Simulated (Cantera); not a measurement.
CaCl2 + O2 + N2 (halide evaporation, hydrolysis and transport)

Charge: 1 mol CaCl2, 0.33 mol O2, 32 mol N2, equilibrated at 0.00133 bar.

These are equilibrium values from Cantera (NASA tables, ideal gas, pure condensed phases), not measurements of a reactor. Candidate condensed phases: Ca, CaCl2, CaO; 17 gas species. Mutual solubility and eutectic melting of coexisting phases are not modelled. Condensed phases not in the tables: oxide chlorides. Rates play no part.

```
T (°C)   x N2   x CaCl2      x Cl     x O2      x NO  n CaCl2(l)  n CaO(s)
------  -----  --------  --------  -------  --------  ----------  --------
852     0.989  0.000821  0.000292   0.0101   2.61e-5       0.968   0.00559
927     0.984   0.00524   0.00100  0.00984   4.73e-5       0.811    0.0183
1002    0.961    0.0264   0.00293  0.00908   7.70e-5      0.0675    0.0527
1077    0.959    0.0280   0.00387  0.00884  0.000123           0    0.0664
1152    0.959    0.0275   0.00480  0.00858  0.000185           0    0.0810
1227    0.959    0.0270   0.00583  0.00828  0.000268           0    0.0977
1302    0.958    0.0265   0.00693  0.00795  0.000372           0     0.116
1377    0.958    0.0259   0.00809  0.00757  0.000499           0     0.135
1452    0.957    0.0253   0.00931  0.00716  0.000648           0     0.156
1527    0.957    0.0246    0.0105  0.00669  0.000818           0     0.176
1602    0.956    0.0240    0.0118  0.00617   0.00100           0     0.196
```
x: gas mole fraction; n: condensed amount in mol.

From 852 °C to 1002 °C the condensed part is CaCl2(l) + CaO(s). From 1077 °C to 1602 °C the condensed part is CaO(s). The main Ca-bearing gas is CaCl2 throughout. The share of Ca in condensed phases is highest at 852 °C (97.3 %) and lowest at 1077 °C (6.6 %).
